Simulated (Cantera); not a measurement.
Charge: 1 mol HCl, 0.019 mol O2, 0.23 mol N2, held at 3123.15 K and 0.133 bar.

Method: chemical equilibrium by Gibbs-energy minimisation in Cantera with the NASA 1993 tables (ideal gas, pure condensed phases). Candidate condensed phases: H2O, NH4Cl; 29 gas species. The numbers say what is thermodynamically allowed, not how fast it happens.

Base state: Cl 0.353, HCl 0.236, H 0.175, N2 0.135, H2 0.0790, O 0.00783, H2O 0.00727, OH 0.00586 (mole fractions); condensed: gas only.

What changes in the equilibrium state with this change: HCl replaced by CO2?


| species | before | after |
|---|---|---|
| CO | 0 | 0.440 |
| O | 0.00783 | 0.172 |
| O2 | 0.000283 | 0.136 |
| Cl | 0.353 | 0 |
| HCl | 0.236 | 0 |
| H | 0.175 | 0 |
| CO2 | 0 | 0.116 |
| H2 | 0.0790 | 0 |
| NO | 0.000838 | 0.0173 |
| N2 | 0.135 | 0.119 |
| H2O | 0.00727 | 0 |
| OH | 0.00586 | 0 |
| Cl2 | 0.000121 | 0 |
| ClO | 1.87e-5 | 0 |
Further candidate phases: C.

What changes in the equilibrium state with this change: temperature from 3123.15 K to 2725 K?


```
species    before     after
-------  --------  --------
HCl         0.236     0.480
Cl          0.353     0.221
N2          0.135     0.161
H           0.175    0.0440
H2O       0.00727    0.0207
H2         0.0790    0.0663
N         3.01e-5   2.18e-6
O         0.00783   0.00152
NO       0.000838  0.000451
ClO       1.87e-5   1.12e-5
Cl2      0.000121  0.000201
```
